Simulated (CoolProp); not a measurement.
Computed with CoolProp (reference Helmholtz-energy equation of state, Lemmon 2006). It is a short technical equation, of lower accuracy than the large ones.

Task: Give the vapour pressure (MPa), vapour density (kg/m³), liquid conductivity (mW/(m K)) of saturated toluene at 387.1, 437.4 K.

Result: 
```csv
T (K),p (MPa),vapour density (kg/m³),liquid conductivity (mW/(m K))
387.1,0.111,3.33,106
437.4,0.376,10.6,94.7
```

Thermal conductivity comes from a separate model (Assael 2012).
